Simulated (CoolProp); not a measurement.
The fluid at 285.71 K and 1.09 MPa is throttled through a valve to 0.746 MPa with no heat exchange. The same conditions are run with several fluids, on thermodynamics alone (safety and materials aside).

Computed with CoolProp (reference Helmholtz-energy equation of state of each fluid (fluorine: de Reuck 1990; methane: Setzmann 1991; normal hydrogen: Leachman 2009; C2F6 (R116): Lemmon 2006; ethylene: Smukala 2000)).

Rank fluorine, methane, normal hydrogen, C2F6 (R116), ethylene by temperature change (K), highest first.

normal hydrogen (+0.1), fluorine (-0.7), methane (-1.6), C2F6 (R116) (-3.8), ethylene (-4.1)

```tsv
fluid	final density (kg/m³)
fluorine	12.0
methane	5.15
normal hydrogen	0.630
C2F6 (R116)	48.8
ethylene	9.43
```
